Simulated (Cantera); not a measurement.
Mixture: 2.23 % CH4, 0.223 % C2H6, 2.90 % C3H8, 26.3 % O2, 68.4 % N2, at 0.987 atm, adiabatic and at constant pressure. Ignition delay is the time to a rise of 400 K.

Detailed kinetics in Cantera: GRI-Mech 3.0 (53 species, 325 reactions). GRI-Mech 3.0 was tuned for natural gas; its chemistry of propane as a main component is partial and can be far from experiment.

Task: Predict: delay at 1425 K; delay at 1500 K; delay at 1575 K; delay at 1650 K; delay at 1725 K; apparent activation energy between 1575 and 1725 K.

Result: 
- delay at 1425 K: 0.149 ms
- delay at 1500 K: 70.1 µs
- delay at 1575 K: 38.4 µs
- delay at 1650 K: 23.7 µs
- delay at 1725 K: 16.0 µs
- apparent activation energy between 1575 and 1725 K: 130 kJ/mol
